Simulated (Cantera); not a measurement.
Input (Python, Cantera) and output of one run.

```python
import numpy as np
import cantera as ct

gas_names = """
    CL CLO CL2 H HCL HOCL HO2 H2 H2O H2O2 O OH O2 O3 Si SiCL SiCL2 SiCL3 SiCL4 SiH SiHCL3 SiH2 SiH2CL2
    SiH3 SiH3CL SiH4 SiO SiO2 Si2 Si3
""".split()
cond_names = """
    H2O(s) H2O(L) Si(cr) Si(L) SiO2(Lqz) SiO2(hqz) SiO2(L)
""".split()


# ... load() reads the species with a 1 bar reference pressure and builds the phases ...
atoms = {
    'SiO2': {'Si': 1, 'O': 2},
    'HCl': {'H': 1, 'CL': 1},
    'O2': {'O': 2},
}
top_T = {}  # K; cautious upper limits of use, not melting points


# ... equilibrate(T, P, feed) seeds the gas with the atoms and calls Mixture.equilibrate('TP', solver="vcs", rtol=1e-11, max_steps=5000) ...
results = []
feed = {'SiO2': 1, 'HCl': 1, 'O2': 13}  # mol
T = 1600  # K
P = 133.322  # Pa
mix = equilibrate(T, P, feed)
results.append((T, P, feed, dict(zip(mix.species_names, mix.species_moles))))
print(gas.report(threshold=0.001))
for i in range(1, mix.n_phases):
    print(f"{mix.phase(i).name:16s} {mix.phase_moles(i):12.5e} mol")
```

Output:

```
       temperature   1600 K
          pressure   133.32 Pa
           density   0.00032141 kg/m^3
  mean mol. weight   32.071 kg/kmol
   phase of matter   gas

                          1 kg             1 kmol
                     ---------------   ---------------
          enthalpy        1.2508e+06        4.0116e+07  J
   internal energy        8.3605e+05        2.6813e+07  J
           entropy            9851.3        3.1594e+05  J/K
    Gibbs function       -1.4511e+07       -4.6539e+08  J
 heat capacity c_p            1135.3             36411  J/K
 heat capacity c_v            876.07             28096  J/K

                      mass frac. Y      mole frac. X     chem. pot. / RT
                     ---------------   ---------------   ---------------
                CL          0.032414          0.029325           -23.237
               HCL          0.047005          0.041349           -42.344
               H2O         0.0081504           0.01451           -55.567
                O2           0.91172            0.9138           -34.706
     [  +26 minor]        0.00070652         0.0010123

Si(cr)            0.00000e+00 mol
SiO2(hqz)         1.00000e+00 mol
```

Equilibrium computed with Cantera from the NASA thermochemical tables; the gas is ideal and each condensed phase is pure. The tables hold silica as quartz up to 1696 K and as liquid above; real silica turns to tridymite and cristobalite and melts near 1996 K.
